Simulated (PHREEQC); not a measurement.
Consider water at 20 °C with 0.031 mol/kgw H2SO4, 9.6e-06 mol/kgw Al2(SO4)3 and 0.15 mol/kgw Fe2(SO4)3. Closed to the air; pH follows from the charge balance.

Model: ion-association model, phreeqc.dat, run in PHREEQC.

```yaml
pH: 1.88
ionic_strength: 0.401 mol/kgw
activity_of_water: 0.993
total_alkalinity: -662 meq/kg
```

| species | molality | activity | log γ |
|---|---|---|---|
| FeSO4+ | 0.197 | 0.137 | -0.157 |
| SO4-2 | 0.0839 | 0.0190 | -0.645 |
| Fe(SO4)2- | 0.0765 | 0.0560 | -0.135 |
| HSO4- | 0.0299 | 0.0219 | -0.135 |
| H+ | 0.0170 | 0.0132 | -0.112 |
| FeHSO4+2 | 0.0169 | 0.00487 | -0.541 |
| Fe+3 | 0.00746 | 0.000737 | -1.005 |

This is a speciation only: nothing precipitates in the calculation. The solution is supersaturated, for example in Hematite (slow to form), Goethite (slow to form), so a real one may precipitate; this is no full list.
